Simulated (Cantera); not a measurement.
Feed: 1 mol Si₃N₄, 6.9 mol O₂, 0.85 mol H₂, 0.00014 mol NH₃, held at 0.820 bar.

Method: chemical equilibrium by Gibbs-energy minimisation in Cantera with the NASA 1993 tables (ideal gas, pure condensed phases). Candidate condensed phases: H₂O, Si, SiO₂, Si₂N₂O, Si₃N₄; 35 gas species. The tables hold silica as quartz up to 1696 K and as liquid above; real silica turns to tridymite and cristobalite and melts near 1996 K. Gases not in the tables: Si(OH)₄. Kinetics and transport are ignored.

x: gas mole fraction; n: condensed amount in mol.

```
T (K)   x O₂   x N₂  x H₂O      x NO      x OH  n SiO₂(β-quartz)  n SiO₂(condensed)
-----  -----  -----  -----  --------  --------  ----------------  -----------------
1075   0.549  0.316  0.134   6.90e-5   6.97e-7              3.00                  0
1175   0.549  0.316  0.134  0.000165   3.28e-6              3.00                  0
1275   0.549  0.316  0.134  0.000343   1.21e-5              3.00                  0
1375   0.549  0.316  0.134         ?         ?              3.00                  0
1475   0.549  0.316  0.134   0.00111   9.71e-5              3.00                  0
1575   0.548  0.315  0.134         ?         ?              3.00                  0
1675   0.548  0.315  0.134   0.00269  0.000474              3.00                  0
1775   0.547  0.314  0.134   0.00389  0.000914                 0               3.00
1875   0.546  0.313  0.134   0.00540   0.00164                 0               3.00
```

### Question
Some entries are withheld; supply them.

### Answer

- 1375, x NO: 0.000643
- 1375, x OH: 3.70e-5
- 1575, x NO: 0.00177
- 1575, x OH: 0.000226
